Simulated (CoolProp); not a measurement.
Properties of nitrous oxide along the isobar 20.8 MPa.

The numbers come from the reference Helmholtz-energy equation of state, Lemmon 2006 in CoolProp. It is a short technical equation, of lower accuracy than the large ones.

```
T (K)          phase       Z  cp (kJ/(kg K))  cv (kJ/(kg K))  isothermal compressibility (1/MPa)  expansivity (1/kK)
-----  -------------  ------  --------------  --------------  ----------------------------------  ------------------
255.5         liquid  0.4085           1.757          0.9146                            0.002589               3.001
273.1         liquid  0.4044           1.813          0.9097                            0.003567               3.430
290.8         liquid  0.4055           1.891          0.9071                            0.005132               4.026
308.4         liquid  0.4134           1.998          0.9068                            0.007778               4.875
326.1  supercritical  0.4306           2.143          0.9094                             0.01260               6.114
343.8  supercritical  0.4615           2.306          0.9145                             0.02137               7.747
361.4  supercritical  0.5099           2.384          0.9181                             0.03424               9.110
379.1  supercritical  0.5726           2.269          0.9145                             0.04604               9.135
396.7  supercritical  0.6372           2.044          0.9066                             0.05207               8.063
414.4  supercritical  0.6956           1.834          0.9004                             0.05385               6.807
432.1  supercritical  0.7453           1.677          0.8977                             0.05379               5.760
```

The peak of cp marks the crossing from liquid-like to gas-like fluid above the critical point.
